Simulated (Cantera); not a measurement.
A Cantera script and its output.

```python
import numpy as np
import cantera as ct

gas = ct.Solution("gri30.yaml")
gas.TPX = 373, 100000, {'CH4': 1, 'O2': 1.43, 'N2': 4.71, 'H2O': 0.38}
flame = ct.FreeFlame(gas, width=0.04)
flame.set_refine_criteria(ratio=3, slope=0.08, curve=0.16)
flame.transport_model = "mixture-averaged"
flame.solve(loglevel=0, auto=True)
flame.transport_model = "multicomponent"
flame.soret_enabled = True
flame.solve(loglevel=0, refine_grid=True)
z, T = flame.grid, flame.T
thick = (T[-1] - T[0]) / np.gradient(T, z).max()
show = ['CH4', 'O2', 'H2O', 'CO', 'HO2', 'H2O2']
print(f"laminar burning velocity  {flame.velocity[0] * 100:.3f} cm/s")
print(f"burnt temperature         {T[-1]:.1f} K")
print(f"thermal thickness         {thick * 1e3:.4f} mm")
print(f"grid points               {len(z)}")
z0 = z[flame.heat_release_rate.argmax()]
print(f"{'z/mm':>9s}{'T/K':>9s}{'u/(m/s)':>9s}" + "".join(f"{s:>11s}" for s in show))
rows = []
for k in (-3, -2, -1.5, -1, -0.5, -0.25, 0, 0.25, 0.5, 1, 2, 4, 8):
    zz = z0 + k * thick
    rows.append([k * thick, np.interp(zz, z, T), np.interp(zz, z, flame.velocity),
                 *(np.interp(zz, z, flame.X[gas.species_index(s)]) for s in show)])
    print(f"{rows[-1][0] * 1e3:9.3f}{rows[-1][1]:9.1f}{rows[-1][2]:9.3f}" + "".join(f"{x:11.3e}" for x in rows[-1][3:]))
```

Result:

```
laminar burning velocity  26.443 cm/s
burnt temperature         2061.5 K
thermal thickness         0.7456 mm
grid points               150
     z/mm      T/K  u/(m/s)        CH4         O2        H2O         CO        HO2       H2O2
   -2.237    373.3    0.265  1.327e-01  1.898e-01  5.047e-02  5.024e-06  1.880e-08  1.168e-08
   -1.491    376.4    0.268  1.318e-01  1.892e-01  5.059e-02  6.511e-05  2.435e-07  1.503e-07
   -1.118    393.5    0.281  1.293e-01  1.880e-01  5.193e-02  4.522e-04  1.738e-06  1.008e-06
   -0.746    521.4    0.376  1.178e-01  1.791e-01  6.363e-02  4.113e-03  1.847e-05  7.188e-06
   -0.373   1036.6    0.767  7.905e-02  1.300e-01  1.169e-01  2.525e-02  7.001e-05  1.687e-05
   -0.186   1443.2    1.087  4.419e-02  8.164e-02  1.638e-01  4.745e-02  7.829e-05  5.592e-06
    0.000   1802.6    1.379  1.252e-02  3.202e-02  2.079e-01  6.993e-02  2.961e-05  1.148e-06
    0.186   1964.7    1.509  2.053e-03  8.036e-03  2.257e-01  7.721e-02  4.354e-06  2.273e-07
    0.373   2010.4    1.542  3.983e-04  1.832e-03  2.278e-01  7.608e-02  7.329e-07  5.569e-08
    0.746   2030.7    1.554  3.588e-05  1.629e-04  2.260e-01  7.326e-02  8.182e-08  1.808e-08
    1.491   2040.3    1.560  1.920e-06  4.311e-05  2.252e-01  7.210e-02  3.182e-08  1.121e-08
    2.982   2048.6    1.565  7.696e-08  2.310e-05  2.256e-01  7.216e-02  1.599e-08  6.575e-09
    5.965   2055.7    1.570  2.566e-09  1.036e-05  2.261e-01  7.236e-02  6.243e-09  3.170e-09
```

Detailed kinetics in Cantera: GRI-Mech 3.0 (53 species, 325 reactions). Burning velocities carry a grid error of a few per cent, more on coarse grids.
